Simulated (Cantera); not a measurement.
Standard-state values (1 bar) from the NASA 1993 polynomials, evaluated with Cantera. Values are per mole of reaction as written; species without (g) are pure solids or liquids, kept so even where they would boil at 1 bar.

Problem. Between 300 and 1200 K, where is each reaction favourable under standard conditions?
- V + 2 NO₂(g) ⇌ VO₂(g) + 2 NO(g)

Solution. 
- V + 2 NO₂(g) ⇌ VO₂(g) + 2 NO(g): ΔG° is -172 kJ at 300 K and -329 kJ at 1200 K; it stays negative (K > 1). ΔH° is -125 kJ and ΔS° 170 J/K at 1200 K.
